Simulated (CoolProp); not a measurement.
A Linde-Hampson liquefier for ethane: isothermal reversible compression at 320 K from 1 atm to 10 MPa, throttling to 1 atm, return gas leaving the recuperator 0 K below the feed. Each further row changes one setting.

Values from CoolProp's reference Helmholtz-energy equation of state, Bücker 2006.

```tsv
case	liquid yield per pass	compression work (kJ/kg of gas)
as stated	0.433	338
as stated	0.433	338
high pressure 20 MPa	[?]	[?]
warm-end temperature 350 K	[?]	[?]
warm-end gap 5 K	0.426	338
```

Problem. Fill in the missing entries.

Solution. 
- high pressure 20 MPa, liquid yield per pass: 0.465
- high pressure 20 MPa, compression work (kJ/kg of gas): 366
- warm-end temperature 350 K, liquid yield per pass: 0.288
- warm-end temperature 350 K, compression work (kJ/kg of gas): 395
